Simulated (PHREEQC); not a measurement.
Make-up at 25 °C: 0.16 mol/kgw SrCl2. Closed to the air; pH follows from the charge balance.

Model: ion-association model, phreeqc.dat, run in PHREEQC.

Each row changes one thing in this solution. This is a speciation only: nothing precipitates in the calculation.

```csv
case,pH,SrOH+ (mol/kgw)
as made,6.92,2.57e-8
diluted 100-fold with water,6.99,6.52e-10
temperature from 25 to 35 °C,6.78,1.84e-8
0.081 mol/kgw TMAH added,12.63,0.0121
SrCl2 from 0.16 to 0.8 mol/kgw,6.79,1.09e-7
temperature from 25 to 55 °C,6.52,9.73e-9
```

The ionic strength passes 0.7 mol/kgw, the rough limit of the ion-association models, in SrCl2 from 0.16 to 0.8 mol/kgw. (CH3)4N+ isn't in the database: it is added as a free cation with an ion size of 4 Å. Away from 25 °C the constants follow the database's enthalpies or fits; those with neither stay at their 25 °C values.
